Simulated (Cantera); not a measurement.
A freely propagating, adiabatic, planar premixed flame of 52.2 % H2, 10.0 % O2, 37.8 % N2, equivalence ratio 2.6, unburnt at 650 K and 900000 Pa; mixture-averaged transport, grid criteria slope 0.08 and curve 0.16, no radiation.

Detailed kinetics in Cantera: the H2/O2 subset of GRI-Mech 3.0, which has no nitrogen chemistry. The hydrogen kinetics of GRI-Mech 3.0 are dated; newer H2 mechanisms differ, most at raised pressure. Burning velocities carry a grid error of a few per cent, more on coarse grids.

Predict: laminar burning velocity; thermal thickness; peak x(HO2); peak x(H); peak x(O).


| Item | Result |
|---|---|
| laminar burning velocity | 884 cm/s |
| thermal thickness | 0.0306 mm |
| peak x(HO2) | 0.00103 |
| peak x(H) | 0.0390 |
| peak x(O) | 0.00114 |
